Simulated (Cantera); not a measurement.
What does this Cantera script print?

```python
import numpy as np
import cantera as ct

gas_names = """
    CL CL2 Fe FeCL FeCL2 FeCL3 Fe2CL4 Fe2CL6 H HCL H2
""".split()
cond_names = """
    Fe(a) Fe(c) Fe(d) Fe(L) FeCL2(s) FeCL2(L) FeCL3(s) FeCL3(L)
""".split()


# ... load() reads the species with a 1 bar reference pressure and builds the phases ...
atoms = {
    'FeCl3': {'Fe': 1, 'CL': 3},
    'HCl': {'H': 1, 'CL': 1},
    'H2': {'H': 2},
}
top_T = {}  # K; cautious upper limits of use, not melting points


# ... equilibrate(T, P, feed) seeds the gas with the atoms and calls Mixture.equilibrate('TP', solver="vcs", rtol=1e-11, max_steps=5000) ...
results = []
T = 1048.15  # K
P = 10000  # Pa
for m in [0.22, 0.52, 0.81, 1.1, 1.4, 1.7, 2, 2.3, 2.6, 2.9, 3.2, 3.5, 3.8]:
    feed = {'FeCl3': 1, 'HCl': 0.05, 'H2': m}  # mol
    mix = equilibrate(T, P, feed)
    results.append((T, P, feed, dict(zip(mix.species_names, mix.species_moles))))

top = {s: max(r[3][s] / sum(r[3][g] for g in gas_names) for r in results) for s in gas_names}
cols = sorted((s for s in top if top[s] > 1e-06), key=lambda s: -top[s])[:7]
seen = [c for c in cond_names if any(r[3].get(c, 0) > 1e-12 for r in results)]
print("log10 of partial pressures in bar; condensed amounts in mol")
print(f"{'n(H2)':>10s}" + "".join(f"{s[:9]:>10s}" for s in cols + seen))
for T, P, feed, n in results:
    ng = sum(n[g] for g in gas_names)
    print(f"{feed['H2']:10.4g}" + "".join(f"{np.log10(max(n[s] / ng * P / 1e5, 1e-99)):10.3f}" for s in cols)
          + "".join(f"{n.get(c, 0):10.4g}" for c in seen))
```

Result:

```
log10 of partial pressures in bar; condensed amounts in mol
     n(H2)       HCL        H2     FeCL2     FeCL3    Fe2CL4    Fe2CL6       CL2     Fe(a)
      0.22    -1.465    -8.979    -1.608    -1.437    -2.501    -2.907    -4.027         0
      0.52    -1.265    -2.967    -1.428    -4.064    -2.142    -8.161    -9.639         0
      0.81    -1.328    -1.857    -1.477    -4.731    -2.241    -9.494   -10.874         0
       1.1    -1.307    -1.711    -1.563    -4.869    -2.412    -9.770   -10.979    0.1039
       1.4    -1.299    -1.612    -1.645    -4.993    -2.577   -10.018   -11.062    0.1973
       1.7    -1.300    -1.538    -1.722    -5.107    -2.729   -10.246   -11.138    0.2749
         2    -1.306    -1.480    -1.792    -5.213    -2.870   -10.458   -11.208    0.3402
       2.3    -1.316    -1.434    -1.858    -5.312    -3.002   -10.656   -11.274    0.3955
       2.6    -1.328    -1.395    -1.920    -5.405    -3.126   -10.842   -11.336    0.4429
       2.9    -1.341    -1.363    -1.978    -5.492    -3.242   -11.016   -11.394    0.4839
       3.2    -1.355    -1.336    -2.033    -5.574    -3.352   -11.181   -11.449    0.5195
       3.5    -1.369    -1.313    -2.085    -5.652    -3.456   -11.336   -11.501    0.5508
       3.8    -1.383    -1.292    -2.134    -5.726    -3.554   -11.484   -11.550    0.5783
```

These are equilibrium values from Cantera (NASA tables, ideal gas, pure condensed phases), not measurements of a reactor.
